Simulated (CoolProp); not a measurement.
CF4 (R14) at 470.53 K and 10.9 MPa flows at 0.34 m/s in a round tube of 50 mm bore and 0.25 µm roughness, fully developed (64/Re and Nu = 3.66 if laminar; Colebrook and Gnielinski if turbulent). Each further row changes one setting.

Computed with CoolProp (reference Helmholtz-energy equation of state, Platzer 1990). This equation is an older, rougher fit; its heat capacities, sound speeds and derivatives of the liquid may be far off and weren't checked against measurements.

```json
[
 {"case": "as stated", "Reynolds number": "144000", "Darcy friction factor": "0.0167", "pressure drop (Pa/m)": "___", "heat-transfer coefficient (W/(m² K))": "176", "mass flow (kg/h)": "588"},
 {"case": "velocity 0.68 m/s", "Reynolds number": "288000", "Darcy friction factor": "0.0146", "pressure drop (Pa/m)": "16.5", "heat-transfer coefficient (W/(m² K))": "308", "mass flow (kg/h)": "1180"},
 {"case": "diameter 100 mm", "Reynolds number": "288000", "Darcy friction factor": "0.0146", "pressure drop (Pa/m)": "___", "heat-transfer coefficient (W/(m² K))": "___", "mass flow (kg/h)": "2350"}
]
```

### Question
Fill in the missing entries.

### Answer

- as stated, pressure drop (Pa/m): 4.73
- diameter 100 mm, pressure drop (Pa/m): 2.06
- diameter 100 mm, heat-transfer coefficient (W/(m² K)): 154

Viscosity comes from a separate model (Huber 2003), an estimate that may be off by 10 % or more. Thermal conductivity comes from a separate model (Huber 2003), an estimate that may be off by 10 % or more.
